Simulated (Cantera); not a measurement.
A closed system holds: 1 mol Ti, 180 mol H₂, at 1625 K and 10.0 mbar.

These are equilibrium values from Cantera (NASA tables, ideal gas, pure condensed phases), not measurements of a reactor. Candidate condensed phases: Ti; 3 gas species. Equilibrium is a limit: real reactors are often held back by kinetics, nucleation or transport.

Base state: H₂ 0.999, H 0.000705 (mole fractions); condensed: Ti(β).

Problem. What changes in the equilibrium state with this change: temperature from 1625 K to 1973.15 K?

Solution. 
```json
[
 {"species": "H₂", "before": "0.999", "after": "0.986"},
 {"species": "H", "before": "0.000705", "after": "0.0134"},
 {"species": "Ti", "before": "1.83e-6", "after": "0.000694"},
 {"species": "Ti(β), mol", "before": "1.000", "after": "0"},
 {"species": "Ti(l), mol", "before": "0", "after": "0.874"}
]
```
